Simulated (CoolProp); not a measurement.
A simple Rankine cycle with water: condensing at 328.15 K, boiler at 0.204 MPa, turbine inlet 543.9 K, turbine efficiency 0.85, pump efficiency 0.7, no recuperator. Each further row changes one setting.

The numbers come from the reference Helmholtz-energy equation of state, Wagner 2002 in CoolProp.

```csv
case,thermal efficiency (%),net work (kJ/kg),heat in (kJ/kg),turbine exit temperature (K),volume ratio over the turbine
as stated,14.7,409,2780,329.7,7.86
turbine inlet 563.9 K,15.0,423,2820,343.4,7.89
condensing temperature 320.15 K,16.2,457,2820,320.1,11.2
boiler pressure 0.143 MPa,13.1,365,2780,353.9,5.91
turbine efficiency 0.75,13.0,361,2780,354.7,8.47
```

The expansion ends wet for: condensing temperature 320.15 K.
